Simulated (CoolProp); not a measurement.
CH3F (R41) along the isobar 12900 kPa: Z from the reference equation and from simpler models built on Tc = 317.3 K, pc = 5906 kPa, ω = 0.200; each cubic takes its own stable root.

Computed with CoolProp (reference Helmholtz-energy equation of state, Lemmon 2006). It is a short technical equation, of lower accuracy than the large ones.

| T (K) | phase | reference | van der Waals | Redlich-Kwong | Peng-Robinson |
|---|---|---|---|---|---|
| 231.4 | liquid | 0.2769 | 0.5008 | 0.3557 | 0.3083 |
| 259 | liquid | 0.2677 | 0.4745 | 0.3460 | 0.2997 |
| 286.7 | liquid | 0.2674 | ___ | 0.3486 | 0.3042 |
| 314.4 | liquid | 0.2809 | 0.4586 | 0.3685 | 0.3298 |
| 342 | supercritical | ___ | ___ | 0.4192 | 0.4009 |
| 369.7 | supercritical | 0.4681 | 0.5164 | 0.5207 | 0.5378 |
| 397.3 | supercritical | 0.6142 | 0.5902 | 0.6355 | 0.6628 |
| 425 | supercritical | 0.7121 | 0.6709 | 0.7226 | 0.7507 |

### Question
What belongs in the gaps?

### Answer

- 286.7, van der Waals: 0.4601
- 342, reference: 0.3290
- 342, van der Waals: 0.4742
